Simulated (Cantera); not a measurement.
Charge: 1 mol SiH₄, a varied amount of N₂, at 10.0 mbar.

Points: T (K) = 1473, 1523, 1573, 1623, 1673, 1723, 1773, 1823, 1873, 1923; n(N2) (mol) = 0.32, 0.51, 0.83, 1.3, 2.2, 3.5, 5.7, 9.3, 15, 24, 39.

Cantera's Mixture.equilibrate('TP', solver="vcs", rtol=1e-11, max_steps=5000) on the NASA tables stopped like this:

```
ERROR: FAILURE its = 5001!

*******************************************************************************
CanteraError thrown by MultiPhase::equilibrate:
VCS solver failed. Return code: -1
*******************************************************************************
```

What got this run through?

One answer among several that fit: The failure is numerical, not chemical. The same input converged with solver="gibbs", rtol=1e-10, max_steps=50000, and the result passed a check of the equilibrium conditions:
```
   1473       0.32  Si(cr) + Si3N4(a)
   1473       0.51  Si(cr) + Si3N4(a)
   1473       0.83  Si3N4(a)
   1473        1.3  Si3N4(a)
   1473        2.2  Si3N4(a)
   1473        3.5  Si3N4(a)
   1473        5.7  Si3N4(a)
   1473        9.3  Si3N4(a)
   1473         15  Si3N4(a)
   1473         24  Si3N4(a)
   1473         39  Si3N4(a)
   1523       0.32  Si(cr) + Si3N4(a)
   1523       0.51  Si(cr) + Si3N4(a)
   1523       0.83  Si3N4(a)
   1523        1.3  Si3N4(a)
   1523        2.2  Si3N4(a)
   1523        3.5  Si3N4(a)
   1523        5.7  Si3N4(a)
   1523        9.3  Si3N4(a)
   1523         15  Si3N4(a)
   1523         24  Si3N4(a)
   1523         39  Si3N4(a)
   1573       0.32  Si(cr) + Si3N4(a)
   1573       0.51  Si(cr) + Si3N4(a)
   1573       0.83  Si3N4(a)
   1573        1.3  Si3N4(a)
   1573        2.2  Si3N4(a)
   1573        3.5  Si3N4(a)
   1573        5.7  Si3N4(a)
   1573        9.3  Si3N4(a)
   1573         15  Si3N4(a)
   1573         24  Si3N4(a)
   1573         39  Si3N4(a)
   1623       0.32  Si(cr) + Si3N4(a)
   1623       0.51  Si(cr) + Si3N4(a)
   1623       0.83  Si3N4(a)
   1623        1.3  Si3N4(a)
   1623        2.2  Si3N4(a)
   1623        3.5  Si3N4(a)
   1623        5.7  Si3N4(a)
   1623        9.3  Si3N4(a)
   1623         15  Si3N4(a)
   1623         24  Si3N4(a)
   1623         39  Si3N4(a)
   1673       0.32  Si(cr) + Si3N4(a)
   1673       0.51  Si(cr) + Si3N4(a)
   1673       0.83  Si(cr) + Si3N4(a)
   1673        1.3  Si3N4(a)
   1673        2.2  Si3N4(a)
   1673        3.5  Si3N4(a)
   1673        5.7  Si3N4(a)
   1673        9.3  Si3N4(a)
   1673         15  Si3N4(a)
   1673         24  Si3N4(a)
   1673         39  Si3N4(a)
   1723       0.32  Si(L)
   1723       0.51  Si(L)
   1723       0.83  Si(L) + Si3N4(a)
   1723        1.3  Si3N4(a)
   1723        2.2  Si3N4(a)
   1723        3.5  Si3N4(a)
   1723        5.7  Si3N4(a)
   1723        9.3  Si3N4(a)
   1723         15  Si3N4(a)
   1723         24  Si3N4(a)
   1723         39  Si3N4(a)
   1773       0.32  Si(L)
   1773       0.51  Si(L)
   1773       0.83  Si(L)
   1773        1.3  Si(L)
   1773        2.2  Si(L)
   1773        3.5  Si3N4(a)
   1773        5.7  Si3N4(a)
   1773        9.3  Si3N4(a)
   1773         15  Si3N4(a)
   1773         24  Si3N4(a)
   1773         39  Si3N4(a)
   1823       0.32  Si(L)
   1823       0.51  Si(L)
   1823       0.83  Si(L)
   1823        1.3  Si(L)
   1823        2.2  Si(L)
   1823        3.5  Si(L)
   1823        5.7  Si(L)
   1823        9.3  Si(L)
   1823         15  Si(L)
   1823         24  Si(L)
   1823         39  Si(L)
   1873       0.32  Si(L)
   1873       0.51  Si(L)
   1873       0.83  Si(L)
   1873        1.3  Si(L)
   1873        2.2  Si(L)
   1873        3.5  Si(L)
   1873        5.7  Si(L)
   1873        9.3  Si(L)
   1873         15  Si(L)
   1873         24  Si(L)
   1873         39  Si(L)
   1923       0.32  Si(L)
   1923       0.51  Si(L)
   1923       0.83  Si(L)
   1923        1.3  Si(L)
   1923        2.2  Si(L)
   1923        3.5  Si(L)
   1923        5.7  Si(L)
   1923        9.3  Si(L)
   1923         15  Si(L)
   1923         24  Si(L)
   1923         39  Si(L)
```

The gas is ideal and each condensed phase is pure. N2 is the only nitrogen source here; it is nearly inert below about 1500 K, so the nitride shown seldom forms there in practice. Mutual solubility and eutectic melting of coexisting phases are not modelled.
